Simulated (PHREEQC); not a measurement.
## Buffer: an equilibrium model

Solution (5 °C): 0.044 mol H3PO4, 0.0048 mol NH3 and 0.15 mol NaCl per kg of water. Closed to the air; pH follows from the charge balance.

Model: ion-association model, phreeqc.dat, run in PHREEQC.

Each row changes one thing in this solution. No solid was allowed to form.

| case | pH | ionic strength (mol/kgw) | NH3 (mol/kgw) | SI of Halite (NaCl) |
|---|---|---|---|---|
| as made | 1.88 | 0.171 | 3.09e-11 | -3.45 |
| NaCl from 0.15 to 0.225 mol/kgw | 1.88 | 0.246 | 2.86e-11 | -3.13 |
| diluted 2-fold with water | 2.07 | 0.0875 | 2.65e-11 | -4.01 |
| 0.067 mol/kgw FeSO4 added | 1.85 | 0.316 | [?] | -3.52 |
| temperature from 5 to 40 °C | 1.96 | 0.169 | 4.54e-10 | -3.50 |
| temperature from 5 to 70 °C | 2.02 | 0.167 | 2.89e-9 | -3.53 |
| H3PO4 left out | 11.15 | 0.150 | 0.00444 | -3.44 |
| NH3 replaced by (NH4)2SO4 at the same molality | 1.83 | 0.180 | 5.33e-11 | -3.46 |
| diluted 100-fold with water | 3.44 | [?] | 1.59e-11 | -7.24 |

Question: Fill in the missing entries.

Answer: 
- 0.067 mol/kgw FeSO4 added, NH3 (mol/kgw): 2.29e-11
- diluted 100-fold with water, ionic strength (mol/kgw): 0.00192

Complexes and solids missing from the database can't appear. Constants without temperature data keep their 25 °C values here.
